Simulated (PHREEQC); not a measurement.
## Brine

Solution (25 °C): 0.93 mol/kgw NaOH, 0.83 mol/kgw KCl and 1.3 mol/kgw LiCl. Closed to the air; pH follows from the charge balance.

All values are PHREEQC results (Pitzer model, pitzer.dat), not measurements.

Each row changes one thing in this solution. No solid was allowed to form.

| case | pH | SI of Sylvite (KCl) |
|---|---|---|
| as made | 13.61 | -0.95 |
| LiCl left out | 13.84 | … |
| NaOH from 0.93 to 0.837 mol/kgw | 13.56 | -0.96 |
| diluted 2-fold with water | … | … |
| LiCl from 1.3 to 0.65 mol/kgw | 13.72 | -1.18 |
| NaOH replaced by NaCl at the same molality | 6.62 | -0.84 |
| NaOH left out | 6.71 | -1.01 |
| diluted 100-fold with water | 11.89 | -4.80 |

**Question.** Some entries are withheld; supply them.

**Answer.** 
- LiCl left out, SI of Sylvite (KCl): -1.48
- diluted 2-fold with water, pH: 13.37
- diluted 2-fold with water, SI of Sylvite (KCl): -1.63

In brines, pH and single-ion activities rest on the MacInnes convention.
